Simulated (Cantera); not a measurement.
An isothermal, constant-pressure homogeneous reactor starts with CO : O₂ : H₂O : N₂ = 0.0019 : 0.023 : 0.026 : 1 (molar parts), at 898 K and 10.0 bar.

Computed with Cantera and GRI-Mech 3.0 (53 species, 325 reactions).

Q: Predict: x(CO) at 7.00 s; x(O₂) at 7.00 s; x(H₂O) at 7.00 s; x(H₂) at 7.00 s; x(CO₂) at 7.00 s.

A: x(CO) at 7.00 s: 0.00156 (gas-phase equilibrium <1e-12)
x(O₂) at 7.00 s: 0.0218 (gas-phase equilibrium 0.0210)
x(H₂O) at 7.00 s: 0.0247 (gas-phase equilibrium 0.0248)
x(H₂) at 7.00 s: 1.65e-7 (gas-phase equilibrium <1e-12)
x(CO₂) at 7.00 s: 0.000252 (gas-phase equilibrium 0.00181)
